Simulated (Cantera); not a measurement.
Input: 1 mol B2O3, 1.1 mol NF3, 4 mol O2, at 1425 K and 1000 Pa.

Cantera equilibrium calculation (NASA polynomials, part measured and part estimated; ideal gas, pure solids and liquids). Candidate condensed phases: B, BN, B2O3; 31 gas species. Equilibrium is a limit: real reactors are often held back by kinetics, nucleation or transport.

Base state: O2 0.656, BOF 0.179, BF3 0.0884, N2 0.0746, B3O3F3 0.00153, NO 0.000452, BOF2 0.000154, B2O3 5.05e-5 (mole fractions); condensed: gas only.

### Question
What changes in the equilibrium state with this change: pressure from 1000 Pa to 4.40 Pa?

### Answer
```json
[
 {"species": "O2", "before": "0.656", "after": "0.654"},
 {"species": "BOF", "before": "0.179", "after": "0.183"},
 {"species": "BF3", "before": "0.0884", "after": "0.0881"},
 {"species": "B3O3F3", "before": "0.00153", "after": "3.17e-8"},
 {"species": "N2", "before": "0.0746", "after": "0.0743"},
 {"species": "B2O3", "before": "5.05e-5", "after": "2.39e-7"},
 {"species": "F", "before": "5.31e-7", "after": "3.06e-5"},
 {"species": "O", "before": "1.12e-5", "after": "0.000169"},
 {"species": "BOF2", "before": "0.000154", "after": "4.02e-5"}
]
```
